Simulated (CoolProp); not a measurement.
Vapour-liquid equilibrium of R125 (1) + R236FA (2) at 0.219 MPa; x and y are mole fractions of (1).

Values from CoolProp's multi-fluid Helmholtz-energy mixture model, Lemmon 2005 and Pan 2012; pair parameters Bell 2016.

**Question.** Give the bubble temperature and the first vapour's composition at x = 0.15, 0.45, 0.95. Is there an azeotrope?

**Answer.** x = 0.15: 277.7 K, y = 0.477; x = 0.45: 259.6 K, y = 0.836; x = 0.95: 243.3 K, y = 0.993. No azeotrope shows between x = 0.05 and 0.95.

Pair parameters are fitted to limited data, so mixtures are less certain than the pure fluids.
